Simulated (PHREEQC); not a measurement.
Model water analysis in mmol/kgw, 55 °C, pH 7.17, pe 10.5:

```tsv
constituent	mmol/kgw
Na	54.9
K	19.2
Ca	1.69
Mg	18.9
Cl	109
S(6)	3.48
Alkalinity (meq/kgw)	1.26
F	0.0165
Sr	0.553
```

Valence states are taken as typed.

The numbers come from PHREEQC with the ion-association model, wateq4f.dat.

```
Property                      Value
--------------------  -------------
ionic strength        0.134 mol/kgw
charge-balance error         -0.4 %
```

```tsv
species	molality	activity	log γ
Cl-	0.109	0.0796	-0.137
Na+	0.0547	0.0412	-0.123
K+	0.0191	0.0139	-0.137
Mg+2	0.0173	0.00619	-0.447
SO4-2	0.00163	0.000520	-0.497
Ca+2	0.00161	0.000546	-0.469
MgSO4	0.00148	0.00152	0.013
HCO3-	0.00109	0.000825	-0.119
Sr+2	0.000520	0.000178	-0.466
```

No solid was allowed to form. The solution is supersaturated, for example in Magnesite (slow to form), so a real one may precipitate; this is no full list. Away from 25 °C the constants follow the database's enthalpies or fits; those with neither stay at their 25 °C values.
